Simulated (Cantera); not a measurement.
## Premixed flame

A freely propagating, adiabatic, planar premixed flame of 22.0 % H2, 16.4 % O2, 61.7 % N2, equivalence ratio 0.67, unburnt at 550 K and 98000 Pa; mixture-averaged transport, grid criteria slope 0.08 and curve 0.16, no radiation.

Cantera simulation using the H2/O2 subset of GRI-Mech 3.0, which has no nitrogen chemistry; the numbers are that mechanism's predictions, not measurements. Burning velocities carry a grid error of a few per cent, more on coarse grids. Lean hydrogen flames are cellular in practice and burn faster than this planar one.

```
z (mm)  T (K)  u (m/s)     x H2    x O2      x H   x H2O2    x H2O     x HO2
------  -----  -------  -------  ------  -------  -------  -------  --------
-1.30     550     4.13    0.220   0.164    <1e-8    <1e-8    <1e-8     <1e-8
-0.864    550     4.13    0.220   0.164    <1e-8    <1e-8    <1e-8     <1e-8
-0.648    550     4.13    0.220   0.164    <1e-8    <1e-8  4.93e-8   1.64e-8
-0.432    550     4.13    0.219   0.164    <1e-8  1.08e-8  1.91e-6   8.57e-7
-0.216    577     4.28    0.208   0.165  8.35e-5  9.79e-6  0.00150  0.000258
-0.108    798     5.76    0.170   0.160  0.00324  2.48e-5   0.0233  0.000224
0        1184     8.31   0.0942   0.128   0.0173  8.30e-6   0.0947  0.000108
0.108    1470     10.2   0.0365  0.0856   0.0260  4.25e-6    0.168   5.91e-5
0.216    1621     11.2   0.0204  0.0701   0.0230  2.32e-6    0.193   4.05e-5
0.432    1774     12.2   0.0152  0.0645   0.0152  1.16e-6    0.206   2.78e-5
0.864    1912     13.0   0.0113  0.0620  0.00806  6.26e-7    0.217   1.79e-5
1.73     2021     13.7  0.00693  0.0606  0.00339  3.80e-7    0.227   1.02e-5
3.45     2092     14.1  0.00352  0.0602  0.00113  2.50e-7    0.235   5.59e-6
```
x: mole fraction of selected species; z is measured from the peak of heat release.

```
Property                    Result
------------------------  --------
laminar burning velocity  413 cm/s
thermal thickness         0.432 mm
peak x(H)                   0.0261
peak x(H2O2)               2.59e-5
peak x(HO2)               0.000325
grid points                    115
```
